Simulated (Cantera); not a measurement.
Input (Python, Cantera) and output of one run.

```python
import numpy as np
import cantera as ct

gas_names = [...]  # 151 gases of nasa_gas.yaml made of C, H, N, O, Si
cond_names = """
    C(gr) C6H6(L) C7H8(L) C8H18(L),n-octa H2O(s) H2O(L) Si(cr) Si(L) SiC(b) SiO2(Lqz) SiO2(hqz) SiO2(L)
    Si2N2O(s) Si3N4(a)
""".split()


# ... load() reads the species with a 1 bar reference pressure and builds the phases ...
atoms = {
    'HMDSO': {'Si': 2, 'C': 6, 'H': 18, 'O': 1},
    'H2O': {'H': 2, 'O': 1},
    'H2': {'H': 2},
    'NO': {'N': 1, 'O': 1},
}
top_T = {'C(gr)': 4500, 'SiC(b)': 3050, 'Si2N2O(s)': 2100, 'Si3N4(a)': 2400}  # K; cautious upper limits of use, not melting points


# ... equilibrate(T, P, feed) seeds the gas with the atoms and calls Mixture.equilibrate('TP', solver="vcs", rtol=1e-11, max_steps=5000) ...
results = []
T = 1498.15  # K
P = 35  # Pa
for m in [0.15, 0.35, 0.8, 1.9, 4.3, 10, 24]:
    feed = {'HMDSO': 1, 'H2O': 1.4, 'H2': 82, 'NO': m}  # mol
    mix = equilibrate(T, P, feed)
    results.append((T, P, feed, dict(zip(mix.species_names, mix.species_moles))))
    x = sorted(zip(gas.X, gas.species_names), reverse=True)
    print(f"T = {T:g} K  P = {P:g} Pa  n(NO) = {m:g} mol  gas = {mix.phase_moles(0):.4g} mol")
    print("   x: " + "  ".join(f"{s} {v:.3e}" for v, s in x if v > 0.0001))
    print("   condensed (mol): " + ("  ".join(f"{mix.phase(i).name} {mix.phase_moles(i):.4g}"
          for i in range(1, mix.n_phases) if mix.phase_moles(i) > 1e-12) or "none"))
```

Result:

```
T = 1498.15 K  P = 35 Pa  n(NO) = 0.15 mol  gas = 95.07 mol
   x: H2 9.715e-01  CO 2.677e-02  H 9.070e-04  N2 7.744e-04
   condensed (mol): C(gr) 1.455  SiC(b) 1.995
T = 1498.15 K  P = 35 Pa  n(NO) = 0.35 mol  gas = 95.37 mol
   x: H2 9.684e-01  CO 2.878e-02  N2 1.813e-03  H 9.055e-04
   condensed (mol): C(gr) 1.255  SiC(b) 1.995
T = 1498.15 K  P = 35 Pa  n(NO) = 0.8 mol  gas = 96.04 mol
   x: H2 9.616e-01  CO 3.325e-02  N2 4.131e-03  H 9.023e-04
   condensed (mol): C(gr) 0.8043  SiC(b) 1.994
T = 1498.15 K  P = 35 Pa  n(NO) = 1.9 mol  gas = 97.69 mol
   x: H2 9.454e-01  CO 4.247e-02  N2 9.713e-03  SiO 1.547e-03  H 8.947e-04
   condensed (mol): SiC(b) 1.849
T = 1498.15 K  P = 35 Pa  n(NO) = 4.3 mol  gas = 101.3 mol
   x: H2 9.117e-01  CO 5.281e-02  N2 2.122e-02  SiO 1.333e-02  H 8.787e-04
   condensed (mol): SiC(b) 0.6492
T = 1498.15 K  P = 35 Pa  n(NO) = 10 mol  gas = 103.5 mol
   x: H2 8.699e-01  CO 5.741e-02  N2 4.833e-02  H2O 2.279e-02  H 8.582e-04  CO2 5.830e-04  SiO 1.772e-04
   condensed (mol): SiO2(hqz) 1.982
T = 1498.15 K  P = 35 Pa  n(NO) = 24 mol  gas = 110.4 mol
   x: H2 6.918e-01  H2O 1.444e-01  N2 1.087e-01  CO 5.026e-02  CO2 4.067e-03  H 7.654e-04
   condensed (mol): SiO2(hqz) 1.998
```

These are equilibrium values from Cantera (NASA tables, ideal gas, pure condensed phases), not measurements of a reactor. The feed counts by its element totals alone. The tables hold silica as quartz up to 1696 K and as liquid above; real silica turns to tridymite and cristobalite and melts near 1996 K.
